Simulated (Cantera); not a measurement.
Mixture: 23.8 % H2, 9.91 % O2, 66.3 % N2, at 44000 Pa, adiabatic and at constant volume. Ignition delay is the time to a rise of 400 K.

Computed with Cantera and the H2/O2 subset of GRI-Mech 3.0, which has no nitrogen chemistry. Where the delays flatten at high temperature, the 400 K rule measures the pace of heat release, not the induction time.

Question: Predict: delay at 1075 K; delay at 1275 K; delay at 1475 K; delay at 1675 K; delay at 1875 K.

Answer: 
- delay at 1075 K: 0.311 ms
- delay at 1275 K: 0.118 ms
- delay at 1475 K: 82.6 µs
- delay at 1675 K: 86.4 µs
- delay at 1875 K: 0.109 ms
